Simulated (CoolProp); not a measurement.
Vapour-liquid equilibrium of n-butane (1) + acetone (2) at 327.8 K; x and y are mole fractions of (1).

Computed with CoolProp (multi-fluid Helmholtz-energy mixture model, Bücker 2006 and Lemmon 2006; pair parameters Bell 2016).

Question: Give the bubble pressure and the first vapour's composition at x = 0.575, 0.65, 0.875. Is there an azeotrope?

Answer: x = 0.575: 485.0 kPa, y = 0.850; x = 0.65: 498.5 kPa, y = 0.862; x = 0.875: 540.0 kPa, y = 0.923. No azeotrope shows between x = 0.05 and 0.95.

The pair parameters rest on a limited set of measurements; away from them the model extrapolates. With so large a gap from Raoult's law the liquid may split in two, which this calculation doesn't test in full.
